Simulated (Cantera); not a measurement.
Input: 1 mol C₂H₄, 4.5 mol H₂, 0.0094 mol O₂, at 1875 K and 47.0 bar.

These are equilibrium values from Cantera (NASA tables, ideal gas, pure condensed phases), not measurements of a reactor. Candidate condensed phases: C, C₆H₆, C₇H₈, C₈H₁₈, H₂O; 110 gas species. The ideal-gas law is rough above about 30 bar. Kinetics and transport are ignored.

Base state: H₂ 0.970, CH₄ 0.0268, CO 0.00294, C₂H₂ (acetylene) 0.000307, C₂H₄ 0.000199, H 9.41e-5, CH₃ 5.22e-5, H₂O 2.67e-5 (mole fractions); condensed: C(graphite).

Task: What changes in the equilibrium state with this change: pressure from 47.0 bar to 1 atm?

Result: 
```json
[
 {"species": "H₂", "before": "0.970", "after": "0.996"},
 {"species": "CO", "before": "0.00294", "after": "0.00288"},
 {"species": "H", "before": "9.41e-5", "after": "0.000650"},
 {"species": "CH₄", "before": "0.0268", "after": "0.000608"},
 {"species": "H₂O", "before": "2.67e-5", "after": "5.81e-7"},
 {"species": "C₂H₄", "before": "0.000199", "after": "4.52e-6"},
 {"species": "CH₃", "before": "5.22e-5", "after": "7.98e-6"},
 {"species": "C₂H₂ (acetylene)", "before": "0.000307", "after": "0.000315"},
 {"species": "C(graphite), mol", "before": "1.80", "after": "1.97"}
]
```
